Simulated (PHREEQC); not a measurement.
A made-up water analysis in mg/L, 2.3 °C, pH 6.75, pe 2.2:

```
constituent            mg/L
------------------  -------
Na                     16.1
K                    0.0192
Ca                     1.19
Mg                     1.11
Cl                     7.06
S(6) as SO4            9.87
Alkalinity as HCO3     27.7
Mn(2)               0.00475
```

Valence states are taken as typed.

The numbers come from PHREEQC with the ion-association model, phreeqc.dat.

```
Quantity                       Result
--------------------  ---------------
ionic strength        0.00103 mol/kgw
charge-balance error           -0.4 %
```

```csv
species,molality,activity,log γ
Na+,0.000700,0.000676,-0.015
HCO3-,0.000454,0.000438,-0.015
CO2,0.000276,0.000276,0.000
Cl-,0.000199,0.000192,-0.015
SO4-2,0.000102,8.86e-5,-0.060
Mg+2,4.50e-5,3.93e-5,-0.060
Ca+2,2.93e-5,2.55e-5,-0.060
K+,4.91e-7,4.74e-7,-0.015
MgSO4,4.33e-7,4.33e-7,0.000
CaSO4,3.34e-7,3.34e-7,0.000
NaSO4-,2.66e-7,2.57e-7,-0.015
MgHCO3+,2.00e-7,1.93e-7,-0.015
NaHCO3,1.91e-7,1.91e-7,0.000
H+,1.84e-7,1.78e-7,-0.014
```

No solid was allowed to form. At this temperature some constants are extrapolated from 25 °C, and those without enthalpy data are left unchanged.
